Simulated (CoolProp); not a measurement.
Model: reference Helmholtz-energy equation of state, McLinden 2015, in CoolProp.

For the fluoroketone C6F12O (FK-5-1-12), give the phase and the cp (kJ/(kg K)) at 78.35 °C and 5.84 MPa; 212.45 °C and 0.0728 MPa.


- 78.35 °C and 5.84 MPa: liquid; cp 1.13
- 212.45 °C and 0.0728 MPa: gas; cp 1.05
